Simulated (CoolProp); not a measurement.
Vapour-liquid equilibrium of diethyl ether (1) + ethanol (2) at 405 K; x and y are mole fractions of (1).

Values from CoolProp's multi-fluid Helmholtz-energy mixture model, Thol 2014 and Schroeder 2014; pair parameters Bell 2016.

```tsv
x	bubble pressure (MPa)	y at the bubble point	dew pressure at overall composition x (MPa)	liquid density (mol/L)
0.05	0.6777	0.140	0.6288	14.09
0.2	0.8630	0.400	0.7143	12.56
0.35	1.000	0.548	0.8217	11.25
0.5	1.101	0.652	0.9538	10.13
0.65	1.178	0.742	1.099	9.169
0.8	1.236	0.838	1.216	8.361
0.95	1.271	0.954	1.270	7.689
```

No azeotrope shows between x = 0.05 and 0.95.

The pair parameters rest on a limited set of measurements; away from them the model extrapolates.
